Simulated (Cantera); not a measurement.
Input (Python, Cantera) and output of one run.

```python
import numpy as np
import cantera as ct

gas_names = """
    TiO NO2 N
""".split()
cond_names = """
    Ti4O7(s) Ti4O7(L)
""".split()


# ... load() reads the species with a 1 bar reference pressure and builds the phases ...
species = {s.name: s for s in load("nasa_gas.yaml", gas_names) + load("nasa_condensed.yaml", cond_names)}
# Each term lists the table entries of one substance; the one whose range holds T is used.
reactions = {
    '8 TiO(g) + 3 NO2(g) = 3 N(g) + 2 Ti4O7':
        [(-8, ['TiO']), (-3, ['NO2']), (3, ['N']), (2, ['Ti4O7(s)', 'Ti4O7(L)'])],
}


def pick(names, T):
    return next(species[n] for n in names if species[n].thermo.min_temp <= T <= species[n].thermo.max_temp)


results = []
for label, terms in reactions.items():
    print(label)
    print("     T/K   dH/kJ  dS/(J/K)   dG/kJ   log10 K")
    for T in [300, 725, 825, 925, 1025, 1125, 1225]:
        used = [(nu, pick(names, T)) for nu, names in terms]
        dH = sum(nu * s.thermo.h(T) for nu, s in used) / 1e6
        dS = sum(nu * s.thermo.s(T) for nu, s in used) / 1e3
        dG = dH - T * dS / 1e3
        logK = -dG * 1e6 / (ct.gas_constant * T * np.log(10))
        results.append((label, T, dH, dS, dG, logK, [s.name for _, s in used]))
        print(f"{T:8g} {dH:8.1f} {dS:8.1f} {dG:8.1f} {logK:8.2f}")
```

It prints:

```
8 TiO(g) + 3 NO2(g) = 3 N(g) + 2 Ti4O7
     T/K   dH/kJ  dS/(J/K)   dG/kJ   log10 K
     300  -5928.7  -1730.2  -5409.6   941.88
     725  -5860.0  -1592.1  -4705.8   339.03
     825  -5841.6  -1568.3  -4547.8   287.93
     925  -5822.8  -1546.8  -4392.0   248.01
    1025  -5803.7  -1527.2  -4238.3   215.98
    1125  -5784.4  -1509.2  -4086.5   189.74
    1225  -5764.7  -1492.5  -3936.5   167.85
```

Source: NASA polynomial tables (part measured, part estimated), evaluated in Cantera. Condensed species are held in their standard states even where they would react or evaporate.
